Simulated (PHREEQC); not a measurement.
Consider water at 25 °C and 300 atm with 0.018 mol NH3, 2.5e-06 mol H4SiO4 and 0.088 mol KH2PO4 per kg of water. Closed to the air; pH follows from the charge balance.

Computed with PHREEQC (ion-association model, phreeqc.dat).

Q: The ionic strength comes out as 0.122 mol/kgw. What activity coefficients do K+, KHPO4-, HPO4-2, H2PO4-, NH4+ get?

A: K+ 0.75, KHPO4- 0.78, HPO4-2 0.36, H2PO4- 0.78, NH4+ 0.73.

Precipitation was switched off in this run. Under pressure, the constants of complexes without a molar volume in the database are unreliable.
